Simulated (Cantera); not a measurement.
Equilibrium for silicon oxide and oxynitride deposition: SiH₂Cl₂ + N₂O

Input: 1 mol SiH₂Cl₂, 2 mol N₂O, held at 0.0320 bar.

Method: chemical equilibrium by Gibbs-energy minimisation in Cantera with the NASA 1993 tables (ideal gas, pure condensed phases). Candidate condensed phases: H₂O, NH₄Cl, Si, SiO₂, Si₂N₂O, Si₃N₄; 47 gas species. Kinetics and transport are ignored.

```csv
T (°C),x N₂,x HCl,x H₂O,x SiCl₄,x H₂,n SiO₂(α-quartz),n SiO₂(β-quartz)
427,0.500,0.500,2.82e-6,1.41e-6,2.16e-8,1.000,0
452,0.500,0.500,3.65e-6,1.83e-6,3.77e-8,1.000,0
477,0.500,0.500,4.65e-6,2.32e-6,6.36e-8,1.000,0
502,0.500,0.500,5.82e-6,2.91e-6,1.04e-7,1.000,0
527,0.500,0.500,7.19e-6,3.59e-6,1.66e-7,1.000,0
552,0.500,0.500,8.75e-6,4.38e-6,2.58e-7,1.000,0
577,0.500,0.500,1.05e-5,5.27e-6,3.92e-7,0,1.000
602,0.500,0.500,1.25e-5,6.26e-6,5.86e-7,0,1.000
627,0.500,0.500,1.47e-5,7.37e-6,8.62e-7,0,1.000
652,0.500,0.500,1.72e-5,8.60e-6,1.25e-6,0,1.000
677,0.500,0.500,1.99e-5,9.95e-6,1.80e-6,0,1.000
702,0.500,0.500,2.29e-5,1.14e-5,2.56e-6,0,1.000
727,0.500,0.500,2.61e-5,1.30e-5,3.61e-6,0,1.000
```
x: gas mole fraction; n: condensed amount in mol.

From 427 °C to 552 °C the condensed part is SiO₂(α-quartz). From 577 °C to 727 °C the condensed part is SiO₂(β-quartz). The main Si-bearing gas is SiCl₄ throughout.
